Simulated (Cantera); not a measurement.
A closed system holds: 1 mol B, 26 mol H₂, held at 577 °C and 22.0 mbar.

Equilibrium computed with Cantera from the NASA thermochemical tables; the gas is ideal and each condensed phase is pure. Candidate condensed phases: B; 7 gas species. Kinetics and transport are ignored.

Base state: H₂ 1.00 (mole fractions); condensed: B(s).

Question: What changes in the equilibrium state with this change: B replaced by borazine?

Answer: 
```json
[
 {"species": "H₂", "before": "1.00", "after": "1.00"},
 {"species": "B(s), mol", "before": "1.00", "after": "0"},
 {"species": "BN(s), mol", "before": "0", "after": "3.00"}
]
```
The feed counts by its element totals alone. Further candidate phases: BN.
